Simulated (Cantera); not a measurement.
Charge: 1 mol V, 1.1 mol O₂, at 2800 K and 0.000760 bar.

Cantera equilibrium calculation (NASA polynomials, part measured and part estimated; ideal gas, pure solids and liquids). Candidate condensed phases: V, VO, V₂O₃, V₂O₄, V₂O₅; 6 gas species. Rates play no part.

What is the equilibrium state?


```
Item                                    Value
----------------------------------  ---------
x(VO₂)                                  0.633
x(O)                                    0.238
x(VO)                                   0.110
x(O₂)                                  0.0146
x(V)                                  0.00372
gas amount                          1.338 mol
log10 activity of V(l) (absent)         -3.49
log10 activity of V₂O₅(l) (absent)      -9.31
```
